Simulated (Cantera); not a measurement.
A Cantera script and what it prints.

```python
import numpy as np
import cantera as ct

gas_names = """
    CL CL2 Fe FeCL FeCL2 FeCL3 Fe2CL4 Fe2CL6 H HCL H2 N NH NH2 NH3 N2 N2H2 N2H4
""".split()
cond_names = """
    Fe(a) Fe(c) Fe(d) Fe(L) FeCL2(s) FeCL2(L) FeCL3(s) FeCL3(L) NH4CL(a) NH4CL(b)
""".split()


# ... load() reads the species with a 1 bar reference pressure and builds the phases ...
atoms = {
    'FeCl2': {'Fe': 1, 'CL': 2},
    'H2': {'H': 2},
    'N2': {'N': 2},
}
top_T = {}  # K; cautious upper limits of use, not melting points


# ... equilibrate(T, P, feed) seeds the gas with the atoms and calls Mixture.equilibrate('TP', solver="vcs", rtol=1e-11, max_steps=5000) ...
results = []
feed = {'FeCl2': 1, 'H2': 0.29, 'N2': 17}  # mol
P = 1.1  # Pa
for T in [1800, 1825, 1850, 1875, 1900, 1925, 1950, 1975, 2000, 2025, 2050, 2075]:
    mix = equilibrate(T, P, feed)
    results.append((T, P, feed, dict(zip(mix.species_names, mix.species_moles))))

top = {s: max(r[3][s] / sum(r[3][g] for g in gas_names) for r in results) for s in gas_names}
cols = sorted((s for s in top if top[s] > 1e-06), key=lambda s: -top[s])[:5]
seen = [c for c in cond_names if any(r[3].get(c, 0) > 1e-12 for r in results)]
print("log10 of partial pressures in bar; condensed amounts in mol")
print(f"{'T/K':>10s}" + "".join(f"{s[:9]:>10s}" for s in cols + seen))
for T, P, feed, n in results:
    ng = sum(n[g] for g in gas_names)
    print(f"{T:10.4g}" + "".join(f"{np.log10(max(n[s] / ng * P / 1e5, 1e-99)):10.3f}" for s in cols)
          + "".join(f"{n.get(c, 0):10.4g}" for c in seen))
```

It prints:

```
log10 of partial pressures in bar; condensed amounts in mol
       T/K        N2        CL        Fe       HCL         H
      1800    -5.023    -6.185    -6.341    -6.584    -7.407
      1825    -5.027    -6.136    -6.311    -6.610    -7.303
      1850    -5.029    -6.100    -6.292    -6.642    -7.198
      1875    -5.031    -6.075    -6.280    -6.683    -7.096
      1900    -5.033    -6.055    -6.274    -6.733    -7.001
      1925    -5.034    -6.040    -6.270    -6.792    -6.915
      1950    -5.035    -6.027    -6.269    -6.860    -6.839
      1975    -5.036    -6.017    -6.269    -6.937    -6.775
      2000    -5.037    -6.008    -6.269    -7.022    -6.720
      2025    -5.038    -6.000    -6.269    -7.114    -6.675
      2050    -5.039    -5.994    -6.270    -7.213    -6.638
      2075    -5.039    -5.989    -6.270    -7.317    -6.609
```

Cantera equilibrium calculation (NASA polynomials, part measured and part estimated; ideal gas, pure solids and liquids).
